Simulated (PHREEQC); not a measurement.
Solution (25 °C): 140 mmol/kgw HF, 14 mmol/kgw NH4F and 0.28 mmol/kgw H2SiF6. Closed to the air; pH follows from the charge balance.

The numbers come from PHREEQC with the ion-association model, phreeqc.dat.

The pH comes out as 2.16. The ionic strength is 0.0220 mol/kgw and the total alkalinity is -142 meq/kg.

```
species  molality  activity   log γ
-------  --------  --------  ------
HF          0.126     0.127   0.002
F-         0.0143    0.0123  -0.065
NH4+       0.0140    0.0120  -0.067
H+        0.00774   0.00686  -0.053
HF2-      0.00690   0.00598  -0.063
SiF6-2   0.000280  0.000160  -0.243
```

Precipitation was switched off in this run. SiF6-2 is the database's only silicon fluoride.
